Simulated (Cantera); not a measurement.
A Cantera script and what it prints.

```python
import numpy as np
import cantera as ct

gas_names = """
    H HO2 H2 H2O H2O2 Hg O OH O2 O3
""".split()
cond_names = """
    H2O(s) H2O(L) Hg(cr) Hg(L) HgO(s)
""".split()


def load(file, names, dense=False):
    # The tables refer to 1 bar. Condensed volumes are neglected.
    table = {s.name: s for s in ct.Species.list_from_file(file)}
    out = []
    for n in names:
        d = dict(table[n].input_data)
        d["thermo"] = dict(d["thermo"], **{"reference-pressure": 1e5})
        if dense:
            d["equation-of-state"] = {"model": "constant-volume", "density": "1e6 g/cm^3"}
        out.append(ct.Species.from_dict(d))
    return out


gas = ct.Solution(thermo="ideal-gas", species=load("nasa_gas.yaml", gas_names))
cond = {s.name: ct.Solution(thermo="fixed-stoichiometry", species=[s], name=s.name)
        for s in load("nasa_condensed.yaml", cond_names, dense=True)}
atoms = {
    'HgO': {'Hg': 1, 'O': 1},
    'H2': {'H': 2},
}
top_T = {}  # K; cautious upper limits of use, not melting points


def equilibrate(T, P, feed):
    n = {}
    for name, mol in feed.items():
        for a, k in atoms[name].items():
            n[a] = n.get(a, 0.0) + k * mol
    gas.TPX = T, P, n
    mass = sum(n.values()) * gas.mean_molecular_weight
    gas.equilibrate("TP")
    valid = [c for c in cond.values() if c.min_temp <= T <= top_T.get(c.name, c.max_temp)]
    mix = ct.Mixture([(gas, mass / gas.mean_molecular_weight)] + [(c, 0.0) for c in valid])
    mix.T, mix.P = T, P
    mix.equilibrate("TP", solver="vcs", rtol=1e-11, max_steps=5000)
    return mix


results = []
feed = {'HgO': 1, 'H2': 14}  # mol
P = 150000  # Pa
for T in [523, 623, 723, 823, 923, 1023, 1123, 1223, 1323, 1423, 1523]:
    mix = equilibrate(T, P, feed)
    results.append((T, P, feed, dict(zip(mix.species_names, mix.species_moles))))

top = {s: max(r[3][s] / sum(r[3][g] for g in gas_names) for r in results) for s in gas_names}
cols = sorted((s for s in top if top[s] > 1e-05), key=lambda s: -top[s])[:5]
seen = [c for c in cond_names if any(r[3].get(c, 0) > 1e-12 for r in results)]
print("log10 of partial pressures in bar; condensed amounts in mol")
print(f"{'T/K':>10s}" + "".join(f"{s[:9]:>10s}" for s in cols + seen))
for T, P, feed, n in results:
    ng = sum(n[g] for g in gas_names)
    print(f"{T:10.4g}" + "".join(f"{np.log10(max(n[s] / ng * P / 1e5, 1e-99)):10.3f}" for s in cols)
          + "".join(f"{n.get(c, 0):10.4g}" for c in seen))
```

Result:

```
log10 of partial pressures in bar; condensed amounts in mol
       T/K        H2       H2O        Hg         H     Hg(L)
       523     0.115    -0.999    -1.009   -19.093   0.02214
       623     0.114    -1.000    -1.000   -15.571         0
       723     0.114    -1.000    -1.000   -13.017         0
       823     0.114    -1.000    -1.000   -11.078         0
       923     0.114    -1.000    -1.000    -9.555         0
      1023     0.114    -1.000    -1.000    -8.326         0
      1123     0.114    -1.000    -1.000    -7.314         0
      1223     0.114    -1.000    -1.000    -6.465         0
      1323     0.114    -1.000    -1.000    -5.743         0
      1423     0.114    -1.000    -1.000    -5.121         0
      1523     0.114    -1.000    -1.000    -4.579         0
```

Cantera equilibrium calculation (NASA polynomials, part measured and part estimated; ideal gas, pure solids and liquids).
